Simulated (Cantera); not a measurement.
Charge: 1 mol HgO, 54 mol H2, equilibrated at 1448 K and 1.00 bar.

Cantera equilibrium calculation (NASA polynomials, part measured and part estimated; ideal gas, pure solids and liquids). Candidate condensed phases: H2O, Hg, HgO; 10 gas species. Equilibrium is a limit: real reactors are often held back by kinetics, nucleation or transport.

What is the equilibrium state?


| Item | Result |
|---|---|
| x(H2) | 0.964 |
| x(H2O) | 0.0182 |
| x(Hg) | 0.0182 |
| x(H) | 9.05e-6 |
| gas amount | 55.00 mol |
| log10 activity of Hg(l) (absent) | -4.42 |
